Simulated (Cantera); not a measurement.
A perfectly stirred reactor is fed with C3H8 : O2 : N2 = 1 : 4.55 : 17.1 (molar parts), equivalence ratio 1.1, at 101000 Pa; it is adiabatic with a 400 K inlet, and is followed from long to short residence time, starting on the burning branch (τ in s: 0.025, 0.012, 0.0057, 0.0028, 0.0013, 0.00064, 0.00031, 0.00015, 7.1e-05, 3.4e-05, 1.6e-05, 7.9e-06).

Model: GRI-Mech 3.0 (53 species, 325 reactions), integrated in Cantera. GRI-Mech 3.0 was tuned for natural gas; its chemistry of propane as a main component is partial and can be far from experiment.

Task: What does this change do: C3H8 1 to 1.4 parts?

Result: 
```
quantity                                                                      before                                 after
------------------------------------------------  ----------------------------------  ------------------------------------
blow-out, bracketed by the residence times tried  burning at 71.0 µs, out at 34.0 µs  burning at 0.310 ms, out at 0.150 ms
x(C3H8) at τ = 25.0 ms                                                       5.04e-7                               2.01e-6
x(O2) at τ = 25.0 ms                                                         0.00374                              0.000265
x(NO) at τ = 25.0 ms                                                        0.000792                              0.000156
x(CH4) at τ = 25.0 ms                                                        1.03e-6                              0.000236
x(O) at τ = 25.0 ms                                                         0.000629                               8.62e-6
x(C3H8) at τ = 0.310 ms                                                      2.18e-5                              0.000134
x(O2) at τ = 0.310 ms                                                         0.0150                                0.0102
x(NO) at τ = 0.310 ms                                                       0.000140                               3.68e-5
x(CH4) at τ = 0.310 ms                                                       1.61e-5                               0.00157
x(O) at τ = 0.310 ms                                                         0.00330                              0.000118
```

Task: What does this change do: O2 4.55 to 2.9 parts?

Result: 
```tsv
quantity	before	after
blow-out, bracketed by the residence times tried	burning at 71.0 µs, out at 34.0 µs	burning at 12.0 ms, out at 5.70 ms
x(C3H8) at τ = 25.0 ms	5.04e-7	6.82e-5
x(O2) at τ = 25.0 ms	0.00374	0.00431
x(NO) at τ = 25.0 ms	0.000792	2.61e-7
x(CH4) at τ = 25.0 ms	1.03e-6	0.00537
x(O) at τ = 25.0 ms	0.000629	1.24e-6
x(C3H8) at τ = 0.310 ms	2.18e-5	0.0476
x(O2) at τ = 0.310 ms	0.0150	0.138
x(NO) at τ = 0.310 ms	0.000140	<1e-12
x(CH4) at τ = 0.310 ms	1.61e-5	<1e-12
x(O) at τ = 0.310 ms	0.00330	<1e-12
```
